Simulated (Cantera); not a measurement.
A perfectly stirred reactor is fed with 2.78 % CH4, 1.53 % C2H6, 0.189 % C3H8, 18.5 % O2, 69.8 % N2, 7.23 % H2O, equivalence ratio 0.64, at 43000 Pa; it is adiabatic with a 400 K inlet, and is followed from long to short residence time, starting on the burning branch (τ in s: 0.087, 0.036, 0.015, 0.006, 0.0025, 0.001, 0.00042, 0.00017, 7.2e-05).

Model: GRI-Mech 3.0 (53 species, 325 reactions), integrated in Cantera.

Problem. Predict: blow-out, bracketed by the residence times tried; x(CH4) at τ = 87.0 ms; x(C2H6) at τ = 87.0 ms; x(C3H8) at τ = 87.0 ms; x(CO) at τ = 87.0 ms; x(NO2) at τ = 87.0 ms; x(CH4) at τ = 2.50 ms; x(C2H6) at τ = 2.50 ms; x(C3H8) at τ = 2.50 ms; x(CO) at τ = 2.50 ms; x(NO2) at τ = 2.50 ms.

Solution. 
```
Property                                                                       Result
------------------------------------------------  -----------------------------------
blow-out, bracketed by the residence times tried  burning at 1.00 ms, out at 0.420 ms
x(CH4) at τ = 87.0 ms                                                         7.90e-6
x(C2H6) at τ = 87.0 ms                                                        1.09e-6
x(C3H8) at τ = 87.0 ms                                                        1.36e-7
x(CO) at τ = 87.0 ms                                                         0.000788
x(NO2) at τ = 87.0 ms                                                         6.59e-9
x(CH4) at τ = 2.50 ms                                                         9.91e-5
x(C2H6) at τ = 2.50 ms                                                        1.36e-5
x(C3H8) at τ = 2.50 ms                                                        1.58e-6
x(CO) at τ = 2.50 ms                                                          0.00661
x(NO2) at τ = 2.50 ms                                                         1.85e-9
```
